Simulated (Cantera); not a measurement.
Charge: 1 mol TiC, 0.023 mol C, 0.081 mol H2, equilibrated at 1648 K and 0.820 bar.

Cantera equilibrium calculation (NASA polynomials, part measured and part estimated; ideal gas, pure solids and liquids). Candidate condensed phases: C, C6H6, C7H8, C8H18, Ti, TiC; 77 gas species. TiC: taken at fixed stoichiometry. The numbers say what is thermodynamically allowed, not how fast it happens.

Base state: H2 0.999, CH4 0.00110, H 9.83e-5, C2H2 (acetylene) 4.47e-5 (mole fractions); condensed: C(graphite) + TiC(s).

### Question
What changes in the equilibrium state with this change: pressure from 0.820 bar to 0.0133 bar?

### Answer
| species | before | after |
|---|---|---|
| H2 | 0.999 | 0.999 |
| H | 9.83e-5 | 0.000771 |
| C2H2 (acetylene) | 4.47e-5 | 4.47e-5 |
| CH4 | 0.00110 | 1.78e-5 |
| C(graphite), mol | 0.0229 | 0.0230 |
| TiC(s), mol | 1.00 | 1.00 |
